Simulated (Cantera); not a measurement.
Charge: 1 mol C₂H₂, 0.017 mol NH₃, 3.1 mol H₂, held at 6680 Torr.

Equilibrium computed with Cantera from the NASA thermochemical tables; the gas is ideal and each condensed phase is pure. Candidate condensed phases: C, C₆H₆, C₇H₈, C₈H₁₈; 92 gas species. The numbers say what is thermodynamically allowed, not how fast it happens.

x: gas mole fraction; n: condensed amount in mol.

```
T (K)    x H₂   x CH₄     x N₂     x NH₃     x HCN  n C(graphite)
-----  ------  ------  -------  --------  --------  -------------
600    0.0584   0.937  0.00382         ?    <1e-12              0
750     0.170   0.826  0.00366  0.000193  6.12e-10          0.130
900     0.445   0.551  0.00310         ?   3.25e-8          0.531
1050    0.728   0.270  0.00255         ?   4.79e-7           1.12
1200    0.887   0.111  0.00225         ?   3.33e-6           1.59
1350    0.951  0.0464  0.00212         ?   1.46e-5           1.82
1500    0.976  0.0218  0.00206         ?   4.75e-5           1.91
1650    0.986  0.0115  0.00201         ?  0.000123           1.95
```

### Question
Fill in the missing entries.

### Answer

- 600, x NH₃: 0.000323
- 900, x NH₃: 0.000178
- 1050, x NH₃: 0.000118
- 1200, x NH₃: 6.74e-5
- 1350, x NH₃: 3.89e-5
- 1500, x NH₃: 2.42e-5
- 1650, x NH₃: 1.60e-5
